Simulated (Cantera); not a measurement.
Input: 1 mol TiC, 0.12 mol H2, at 1.70 mbar.

Equilibrium computed with Cantera from the NASA thermochemical tables; the gas is ideal and each condensed phase is pure. Candidate condensed phases: C, C6H6, C7H8, C8H18, Ti, TiC; 77 gas species. TiC: taken at fixed stoichiometry. The numbers say what is thermodynamically allowed, not how fast it happens.

Q: At 2502 °C, list the 5 most abundant gas species with their mole fractions, and the condensed phases.

A: H 0.776, H2 0.183, Ti 0.0287, C3 0.00529, C2H2 (acetylene) 0.00298. Condensed: TiC(s).
